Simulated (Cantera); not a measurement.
Cantera with NASA thermochemical tables; ideal gases at 1 bar, condensed phases pure. Values are per mole of reaction as written; species without (g) are pure solids or liquids, kept so even where they would boil at 1 bar.

2 PbO + 2 Cl₂(g) ⇌ 2 PbCl₂(g) + O₂(g)

```
T (K)  ΔH° (kJ)  ΔS° (J/K)  ΔG° (kJ)  log10 K  condensed phases
-----  --------  ---------  --------  -------  ----------------
500        85.1      246.7     -38.3     4.00          PbO(red)
650         [?]        [?]       [?]      [?]          PbO(red)
800        73.7      228.9    -109.5     7.15       PbO(yellow)
950         [?]        [?]       [?]      [?]       PbO(yellow)
1100        [?]        [?]       [?]      [?]       PbO(yellow)
1250        3.7      166.4    -204.3     8.54            PbO(l)
1400       -4.3      160.4    -228.8     8.54            PbO(l)
1550      -12.2      155.0    -252.4     8.51            PbO(l)
```

**Question.** What belongs in the gaps?

**Answer.** 
- 650, ΔH° (kJ): 79.7
- 650, ΔS° (J/K): 237.2
- 650, ΔG° (kJ): -74.5
- 650, log10 K: 5.99
- 950, ΔH° (kJ): 68.1
- 950, ΔS° (J/K): 222.6
- 950, ΔG° (kJ): -143.3
- 950, log10 K: 7.88
- 1100, ΔH° (kJ): 62.1
- 1100, ΔS° (J/K): 216.7
- 1100, ΔG° (kJ): -176.3
- 1100, log10 K: 8.37
